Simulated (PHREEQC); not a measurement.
Solution (25 °C): 0.0055 mol/kgw SrCl2, 1.7e-05 mol/kgw CO2 and 1e-06 mol/kgw H4SiO4. Closed to the air; pH follows from the charge balance.

Equilibrium calculation in PHREEQC: ion-association model, wateq4f.dat.

Q: The ionic strength comes out as 0.0165 mol/kgw. What activity coefficients do HCO3-, Sr+2, Cl-, H+ get?

A: HCO3- 0.89, Sr+2 0.61, Cl- 0.88, H+ 0.90.

No solid was allowed to form.
